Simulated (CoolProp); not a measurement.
Propylene along the isotherm 301.85 °C: fugacity coefficient from the reference equation and from simpler models built on Tc = 91.1 °C, pc = 4555 kPa, ω = 0.146; each cubic takes its own stable root.

Values from CoolProp's reference Helmholtz-energy equation of state, Lemmon 2013.

```json
[
 {"p (kPa)": "72", "phase": "gas", "reference": "0.9989"},
 {"p (kPa)": "116", "phase": "gas", "reference": "0.9982"},
 {"p (kPa)": "188", "phase": "gas", "reference": "0.9971"},
 {"p (kPa)": "304", "phase": "gas", "reference": "0.9953"},
 {"p (kPa)": "491", "phase": "gas", "reference": "0.9924"},
 {"p (kPa)": "793", "phase": "gas", "reference": "0.9877"},
 {"p (kPa)": "1280", "phase": "gas", "reference": "0.9804"},
 {"p (kPa)": "2070", "phase": "gas", "reference": "0.9687"},
 {"p (kPa)": "3340", "phase": "gas", "reference": "0.9505"},
 {"p (kPa)": "5400", "phase": "supercritical", "reference": "0.9227"},
 {"p (kPa)": "8730", "phase": "supercritical", "reference": "0.8823"},
 {"p (kPa)": "14100", "phase": "supercritical", "reference": "0.8290"},
 {"p (kPa)": "22800", "phase": "supercritical", "reference": "0.7747"}
]
```

Task: How far does each simpler model (van der Waals, Redlich-Kwong, Soave-Redlich-Kwong, Peng-Robinson) lie from the reference over these 13 states: mean and median of the absolute difference, and the worst?

Result: 
- van der Waals: mean 2.2 %, median 0.6 %, worst -9.6 % at 301.85 °C and 22800 kPa
- Redlich-Kwong: mean 0.9 %, median 0.3 %, worst -3.8 % at 301.85 °C and 22800 kPa
- Soave-Redlich-Kwong: mean 1.3 %, median 0.3 %, worst +6.8 % at 301.85 °C and 22800 kPa
- Peng-Robinson: mean 0.6 %, median 0.3 %, worst -1.5 % at 301.85 °C and 14100 kPa
